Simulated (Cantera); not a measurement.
An isothermal, constant-pressure homogeneous reactor starts with 0.395 % CO, 0.771 % O2, 0.0366 % H2O, 98.8 % N2, equivalence ratio 0.26, at 923 K and 0.260 bar.

Model: GRI-Mech 3.0 (53 species, 325 reactions), integrated in Cantera.

One state of this run: x CO = 2.16e-6; x O2 = 0.00574; x H2O = 0.000366; x H = 4.18e-11; x OH = 1.98e-8. x: mole fraction; the columns are a selection and need not sum to one.

Problem. Which value of t (s) does it belong to?
(A) 2.00e-5
(B) 6.91e-5
(C) 200
(D) 0.000825

Solution. C, 200
